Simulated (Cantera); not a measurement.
**Thermodynamics of carbothermic reduction, feed SiO₂ + CH₄ + N₂**

A closed system holds: 1 mol SiO₂, 3.6 mol CH₄, 0.68 mol N₂, held at 2073.15 K.

These are equilibrium values from Cantera (NASA tables, ideal gas, pure condensed phases), not measurements of a reactor. Candidate condensed phases: C, C₆H₆, C₇H₈, C₈H₁₈, H₂O, Si, SiC, SiO₂, Si₂N₂O, Si₃N₄; 151 gas species. The tables' values for SiN are old estimates; treat these amounts as uncertain. Rates play no part.

From 10.0 Pa to 10.0 bar the condensed part is C(graphite) + SiC(s). The main Si-bearing gas is Si at 10.0 Pa and SiO at 10.0 bar.

| P (Pa) | x H₂ | x CO | x H | x Si | x N₂ | n C(graphite) | n SiC(s) |
|---|---|---|---|---|---|---|---|
| 10 | 0.507 | 0.166 | 0.188 | 0.0711 | 0.0552 | 1.42 | 0.0138 |
| 36 | 0.616 | 0.185 | 0.109 | 0.0197 | 0.0615 | 0.793 | 0.737 |
| 130 | 0.670 | 0.193 | 0.0597 | 0.00547 | 0.0642 | 0.638 | 0.914 |
| 460 | 0.696 | 0.197 | 0.0324 | 0.00154 | 0.0654 | 0.598 | 0.960 |
| 1700 | 0.711 | 0.198 | 0.0170 | 0.000418 | 0.0660 | 0.586 | 0.973 |
| 6000 | 0.718 | 0.199 | 0.00910 | 0.000118 | 0.0662 | 0.582 | 0.977 |
| 22000 | 0.721 | 0.200 | 0.00477 | 3.23e-5 | 0.0664 | 0.581 | 0.978 |
| 77000 | 0.723 | 0.200 | 0.00255 | 9.23e-6 | 0.0665 | 0.580 | 0.978 |
| 280000 | 0.724 | 0.200 | 0.00134 | 2.54e-6 | 0.0665 | 0.576 | 0.978 |
| 1000000 | 0.722 | 0.200 | 0.000708 | 7.11e-7 | 0.0667 | 0.563 | 0.978 |
x: gas mole fraction; n: condensed amount in mol.
